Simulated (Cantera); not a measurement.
A Cantera script and what it prints.

```python
import numpy as np
import cantera as ct

gas_names = """
    H HO2 H2 H2O H2O2 O OH O2 O3 Si SiH SiH2 SiH3 SiH4 SiO SiO2 Si2 Si3
""".split()
cond_names = """
    H2O(s) H2O(L) Si(cr) Si(L) SiO2(Lqz) SiO2(hqz) SiO2(L)
""".split()


# ... load() reads the species with a 1 bar reference pressure and builds the phases ...
atoms = {
    'SiH4': {'Si': 1, 'H': 4},
    'H2O': {'H': 2, 'O': 1},
}
top_T = {}  # K; cautious upper limits of use, not melting points


# ... equilibrate(T, P, feed) seeds the gas with the atoms and calls Mixture.equilibrate('TP', solver="vcs", rtol=1e-11, max_steps=5000) ...
results = []
feed = {'SiH4': 1, 'H2O': 0.22}  # mol
T = 1500  # K
for P in [5, 26, 140, 710, 3700, 19000, 100000]:
    mix = equilibrate(T, P, feed)
    results.append((T, P, feed, dict(zip(mix.species_names, mix.species_moles))))

top = {s: max(r[3][s] / sum(r[3][g] for g in gas_names) for r in results) for s in gas_names}
cols = sorted((s for s in top if top[s] > 1e-05), key=lambda s: -top[s])[:7]
seen = [c for c in cond_names if any(r[3].get(c, 0) > 1e-12 for r in results)]
print("log10 of partial pressures in bar; condensed amounts in mol")
print(f"{'P/Pa':>10s}" + "".join(f"{s[:9]:>10s}" for s in cols + seen))
for T, P, feed, n in results:
    ng = sum(n[g] for g in gas_names)
    print(f"{P:10.4g}" + "".join(f"{np.log10(max(n[s] / ng * P / 1e5, 1e-99)):10.3f}" for s in cols)
          + "".join(f"{n.get(c, 0):10.4g}" for c in seen))
```

It prints:

```
log10 of partial pressures in bar; condensed amounts in mol
      P/Pa        H2       SiO         H        Si    Si(cr) SiO2(hqz)
         5    -4.343    -5.347    -6.926    -7.978    0.7795         0
        26    -3.627    -4.630    -6.568    -7.978    0.7799         0
       140    -2.895    -3.899    -6.202    -7.978      0.78         0
       710    -2.182    -3.286    -5.845    -7.978    0.8026   0.02261
      3700    -1.438    -3.286    -5.473    -7.978    0.8742   0.09423
   1.9e+04    -0.722    -3.286    -5.116    -7.978     0.887     0.107
     1e+05    -0.000    -3.286    -4.755    -7.978    0.8894    0.1094
```

Method: chemical equilibrium by Gibbs-energy minimisation in Cantera with the NASA 1993 tables (ideal gas, pure condensed phases). Mutual solubility and eutectic melting of coexisting phases are not modelled. The tables hold silica as quartz up to 1696 K and as liquid above; real silica turns to tridymite and cristobalite and melts near 1996 K.
